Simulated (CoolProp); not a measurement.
n-perfluorobutane along the isotherm 369 K: Z from the reference equation and from simpler models built on Tc = 386.3 K, pc = 2.322 MPa, ω = 0.372; each cubic takes its own stable root.

The numbers come from the reference Helmholtz-energy equation of state, Gao 2022 in CoolProp.

```tsv
p (MPa)	phase	reference	Pitzer virial	van der Waals	Redlich-Kwong	Soave-Redlich-Kwong	Peng-Robinson
0.145	gas	0.9760	0.9740	0.9789	0.9753	0.9746	0.9721
0.29	gas	0.9509	0.9481	0.9570	0.9498	0.9482	(withheld)
0.435	gas	0.9244	0.9221	0.9342	0.9232	0.9207	0.9133
0.581	gas	0.8962	0.8960	0.9102	0.8954	0.8918	0.8820
0.726	gas	0.8664	0.8701	0.8851	0.8663	(withheld)	0.8495
0.871	gas	0.8345	0.8441	(withheld)	0.8357	0.8295	0.8152
1.02	gas	0.7988	0.8174	0.8296	0.8022	0.7943	0.7777
1.16	gas	0.7619	0.7924	0.8003	0.7683	0.7584	(withheld)
```

Task: What belongs in the gaps?

Result: 
- 0.29, Peng-Robinson: 0.9432
- 0.726, Soave-Redlich-Kwong: 0.8616
- 0.871, van der Waals: 0.8586
- 1.16, Peng-Robinson: 0.7397
